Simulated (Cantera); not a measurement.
# Reactions in the system N-O-Ta

Cantera with NASA thermochemical tables; ideal gases at 1 bar, condensed phases pure. Values are per mole of reaction as written; species without (g) are pure solids or liquids, kept so even where they would boil at 1 bar.

TaO2(g) + 2 N(g) = Ta + 2 NO(g)

```json
[
 {"T (K)": "1323", "ΔH° (kJ)": "-564.4", "ΔS° (J/K)": "-128.0", "ΔG° (kJ)": "-395.0", "log10 K": "15.60"},
 {"T (K)": "1423", "ΔH° (kJ)": "-564.3", "ΔS° (J/K)": "-127.9", "ΔG° (kJ)": "-382.2", "log10 K": "14.03"},
 {"T (K)": "1523", "ΔH° (kJ)": "-564.1", "ΔS° (J/K)": "-127.8", "ΔG° (kJ)": "-369.4", "log10 K": "12.67"},
 {"T (K)": "1623", "ΔH° (kJ)": "-563.8", "ΔS° (J/K)": "-127.6", "ΔG° (kJ)": "-356.7", "log10 K": "11.48"},
 {"T (K)": "1723", "ΔH° (kJ)": "-563.5", "ΔS° (J/K)": "-127.4", "ΔG° (kJ)": "-343.9", "log10 K": "10.43"},
 {"T (K)": "1823", "ΔH° (kJ)": "-563.1", "ΔS° (J/K)": "-127.2", "ΔG° (kJ)": "-331.2", "log10 K": "9.49"},
 {"T (K)": "1923", "ΔH° (kJ)": "-562.6", "ΔS° (J/K)": "-127.0", "ΔG° (kJ)": "-318.5", "log10 K": "8.65"},
 {"T (K)": "2023", "ΔH° (kJ)": "-562.1", "ΔS° (J/K)": "-126.7", "ΔG° (kJ)": "-305.8", "log10 K": "7.90"},
 {"T (K)": "2123", "ΔH° (kJ)": "-561.5", "ΔS° (J/K)": "-126.4", "ΔG° (kJ)": "-293.1", "log10 K": "7.21"},
 {"T (K)": "2223", "ΔH° (kJ)": "-560.9", "ΔS° (J/K)": "-126.1", "ΔG° (kJ)": "-280.5", "log10 K": "6.59"},
 {"T (K)": "2323", "ΔH° (kJ)": "-560.2", "ΔS° (J/K)": "-125.8", "ΔG° (kJ)": "-267.9", "log10 K": "6.02"}
]
```
